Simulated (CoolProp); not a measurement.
A closed Brayton cycle with carbon dioxide: compressor inlet 313.15 K and 8.1 MPa, high pressure 23.9 MPa, turbine inlet 760 K, compressor efficiency 0.8, turbine efficiency 0.9, recuperator effectiveness 0 (on enthalpy, no pinch check). Each further row changes one setting.

Model: reference Helmholtz-energy equation of state, Span 1996, in CoolProp.

```json
[
 {"case": "as stated", "thermal efficiency (%)": "15.7", "net work (kJ/kg)": "79.6", "compressor to turbine work": "0.38", "compressor exit (K)": "391.3", "turbine exit (K)": "637.3"},
 {"case": "turbine inlet 710 K", "thermal efficiency (%)": "15.6", "net work (kJ/kg)": "69.5", "compressor to turbine work": "0.41", "compressor exit (K)": "391.3", "turbine exit (K)": "591.8"},
 {"case": "compressor inlet 323.15 K", "thermal efficiency (%)": "14.9", "net work (kJ/kg)": "68.4", "compressor to turbine work": "0.47", "compressor exit (K)": "415.5", "turbine exit (K)": "637.3"},
 {"case": "high pressure 20.3 MPa", "thermal efficiency (%)": "13.7", "net work (kJ/kg)": "71.0", "compressor to turbine work": "0.36", "compressor exit (K)": "379.1", "turbine exit (K)": "655.4"},
 {"case": "recuperator effectiveness 0.5", "thermal efficiency (%)": "21.8", "net work (kJ/kg)": "79.6", "compressor to turbine work": "0.38", "compressor exit (K)": "391.3", "turbine exit (K)": "637.3"}
]
```
